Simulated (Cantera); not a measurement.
An adiabatic, constant-pressure homogeneous reactor starts with CH₄ : C₂H₆ : O₂ : N₂ = 1 : 0.078 : 3.73 : 14 (molar parts), at 1750 K and 130000 Pa.

Model: GRI-Mech 3.0 (53 species, 325 reactions), integrated in Cantera.

Question: Predict: time of steepest temperature rise; temperature at 0.200 s; equilibrium temperature; x(O₂) at 0.200 s; x(HO₂) at 0.200 s; x(NO) at 0.200 s.

Answer: 
```
Quantity                                                             Value
---------------------------------  ---------------------------------------
time of steepest temperature rise                                  41.4 µs
temperature at 0.200 s                                              2669 K
equilibrium temperature                                             2669 K
x(O₂) at 0.200 s                     0.0692 (gas-phase equilibrium 0.0692)
x(HO₂) at 0.200 s                  1.01e-5 (gas-phase equilibrium 1.01e-5)
x(NO) at 0.200 s                     0.0167 (gas-phase equilibrium 0.0167)
```
